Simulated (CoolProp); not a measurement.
Vapour-liquid equilibrium of dimethyl carbonate (1) + n-heptane (2) at 476.1 K; x and y are mole fractions of (1).

Values from CoolProp's multi-fluid Helmholtz-energy mixture model, Zhou 2011 and Span 2003; pair parameters Bell 2016.

```tsv
x	bubble pressure (MPa)	y at the bubble point	dew pressure at overall composition x (MPa)	liquid density (mol/L)
0.05	1.120	0.101	1.074	4.982
0.15	1.270	0.254	1.166	5.151
0.25	1.386	0.366	1.266	[?]
0.35	1.473	0.454	1.370	5.586
0.45	[?]	0.528	1.469	5.872
0.55	1.573	0.595	1.549	6.217
0.65	1.590	0.660	1.589	6.631
0.75	[?]	0.729	1.579	[?]
0.85	1.552	0.811	1.529	7.699
0.95	1.478	0.923	1.457	8.369
```

Task: Fill in the missing entries.

Result: 
- 0.25, liquid density (mol/L): 5.350
- 0.45, bubble pressure (MPa): 1.534
- 0.75, bubble pressure (MPa): 1.585
- 0.75, liquid density (mol/L): 7.122

y crosses x between x = 0.65 and 0.75: the model has an azeotrope there.

Pair parameters are fitted to limited data, so mixtures are less certain than the pure fluids.
